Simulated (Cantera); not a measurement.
Source: NASA polynomial tables (part measured, part estimated), evaluated in Cantera. Values are per mole of reaction as written; species without (g) are pure solids or liquids, kept so even where they would boil at 1 bar.

3 NO(g) ⇌ 3 N(g) + O3(g), with ΔH° = 1286.0 kJ and ΔS° = 66.7 J/K at 300 K.

Task: How far is the shortcut ΔG° ≈ ΔH°(300 K) − T·ΔS°(300 K) from the full temperature-dependent value at 1850, 1950, 2050, 2150, 2250, 2350, 2450, 2550, 2650, 2750, 2850 K?

Result: 
```json
[
 {"T (K)": "1850", "shortcut (kJ)": "1162.6", "full (kJ)": "1132.5", "difference (kJ)": "30.1", "difference in log10 K": "-0.85"},
 {"T (K)": "1950", "shortcut (kJ)": "1155.9", "full (kJ)": "1122.8", "difference (kJ)": "33.1", "difference in log10 K": "-0.89"},
 {"T (K)": "2050", "shortcut (kJ)": "1149.2", "full (kJ)": "1113.0", "difference (kJ)": "36.3", "difference in log10 K": "-0.92"},
 {"T (K)": "2150", "shortcut (kJ)": "1142.5", "full (kJ)": "1103.1", "difference (kJ)": "39.5", "difference in log10 K": "-0.96"},
 {"T (K)": "2250", "shortcut (kJ)": "1135.9", "full (kJ)": "1093.0", "difference (kJ)": "42.8", "difference in log10 K": "-0.99"},
 {"T (K)": "2350", "shortcut (kJ)": "1129.2", "full (kJ)": "1082.9", "difference (kJ)": "46.3", "difference in log10 K": "-1.03"},
 {"T (K)": "2450", "shortcut (kJ)": "1122.5", "full (kJ)": "1072.7", "difference (kJ)": "49.8", "difference in log10 K": "-1.06"},
 {"T (K)": "2550", "shortcut (kJ)": "1115.8", "full (kJ)": "1062.3", "difference (kJ)": "53.5", "difference in log10 K": "-1.10"},
 {"T (K)": "2650", "shortcut (kJ)": "1109.2", "full (kJ)": "1051.8", "difference (kJ)": "57.3", "difference in log10 K": "-1.13"},
 {"T (K)": "2750", "shortcut (kJ)": "1102.5", "full (kJ)": "1041.2", "difference (kJ)": "61.3", "difference in log10 K": "-1.16"},
 {"T (K)": "2850", "shortcut (kJ)": "1095.8", "full (kJ)": "1030.5", "difference (kJ)": "65.4", "difference in log10 K": "-1.20"}
]
```
The shortcut ignores the heat-capacity change of the reaction.
